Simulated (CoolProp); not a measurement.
A Linde-Hampson liquefier for dry air: isothermal reversible compression at 230 K from 1 atm to 25 MPa, throttling to 1 atm, return gas leaving the recuperator 10 K below the feed. Each further row changes one setting.

Model: reference Helmholtz-energy equation of state, Lemmon 2000, in CoolProp. It is a pseudo-pure fit of the blend.

```json
[
 {"case": "as stated", "liquid yield per pass": "?", "compression work (kJ/kg of gas)": "351"},
 {"case": "high pressure 50 MPa", "liquid yield per pass": "?", "compression work (kJ/kg of gas)": "?"},
 {"case": "warm-end temperature 260 K", "liquid yield per pass": "?", "compression work (kJ/kg of gas)": "?"},
 {"case": "warm-end gap 15 K", "liquid yield per pass": "?", "compression work (kJ/kg of gas)": "351"}
]
```

Question: Complete the blanks.

Answer: 
- as stated, liquid yield per pass: 0.169
- high pressure 50 MPa, liquid yield per pass: 0.182
- high pressure 50 MPa, compression work (kJ/kg of gas): 403
- warm-end temperature 260 K, liquid yield per pass: 0.116
- warm-end temperature 260 K, compression work (kJ/kg of gas): 405
- warm-end gap 15 K, liquid yield per pass: 0.157
